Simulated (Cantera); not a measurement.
An isothermal, constant-pressure homogeneous reactor starts with C2H6 : H2 = 1 : 63 (molar parts), at 1223 K and 0.0247 atm. Integrator tolerance rtol = 1e-08.

Detailed kinetics in Cantera: GRI-Mech 3.0 (53 species, 325 reactions). GRI-Mech 3.0 stops at C3 and has no aromatics, soot or wall deposition, so with more carbon than oxygen in the feed, carbon stays in small species such as C2H2 where larger ones or solid carbon would form. Radical loss at walls, strong at low pressure, is not modelled.

### Question
What does this change do: pressure from 0.0247 atm to 0.00582 atm?

### Answer
```json
[
 {"quantity": "x(C2H6) at 6.00 s", "before": "1.08e-5 (gas-phase equilibrium 7.23e-7)", "after": "3.28e-6 (gas-phase equilibrium 2.30e-7)"},
 {"quantity": "x(H2) at 6.00 s", "before": "0.980 (gas-phase equilibrium 0.970)", "after": "0.979 (gas-phase equilibrium 0.977)"},
 {"quantity": "x(C2H2) at 6.00 s", "before": "0.00624 (gas-phase equilibrium 0.00125)", "after": "0.00375 (gas-phase equilibrium 0.00709)"},
 {"quantity": "x(C2H) at 6.00 s", "before": "9.07e-12 (gas-phase equilibrium <1e-12)", "after": "4.80e-12 (gas-phase equilibrium 6.40e-12)"},
 {"quantity": "x(C2H4) at 6.00 s", "before": "0.00424 (gas-phase equilibrium 0.000257)", "after": "0.00585 (gas-phase equilibrium 0.000345)"},
 {"quantity": "x(H) at 6.00 s", "before": "6.28e-6 (gas-phase equilibrium 1.89e-6)", "after": "5.53e-6 (gas-phase equilibrium 3.89e-6)"},
 {"quantity": "x(CH2) at 6.00 s", "before": "4.15e-12 (gas-phase equilibrium 1.08e-12)", "after": "3.86e-12 (gas-phase equilibrium 2.57e-12)"}
]
```
